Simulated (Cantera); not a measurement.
A freely propagating, adiabatic, planar premixed flame of CH3OH : O2 : N2 = 1 : 1.72 : 6.48 (molar parts), unburnt at 550 K and 6.10 bar; mixture-averaged transport, grid criteria slope 0.08 and curve 0.16, no radiation.

Model: GRI-Mech 3.0 (53 species, 325 reactions), integrated in Cantera. GRI-Mech 3.0 was tuned for natural gas; its chemistry of methanol as a main component is partial and can be far from experiment. Burning velocities carry a grid error of a few per cent, more on coarse grids.

```json
[
 {"quantity": "laminar burning velocity", "before": "57.3 cm/s", "after": "30.5 cm/s"},
 {"quantity": "thermal thickness", "before": "0.0794 mm", "after": "0.127 mm"},
 {"quantity": "peak x(CH2O)", "before": "0.00769", "after": "0.00527"},
 {"quantity": "peak x(CH2)", "before": "1.82e-6", "after": "2.15e-7"},
 {"quantity": "peak x(CH4)", "before": "4.73e-5", "after": "9.92e-6"}
]
```

Q: Which change was made?
A) O2 1.72 to 1.3 parts
B) CH3OH 1 to 0.77 parts
C) N2 6.48 to 8.2 parts
D) inlet temperature 550 to 723 K

A: B, CH3OH 1 to 0.77 parts
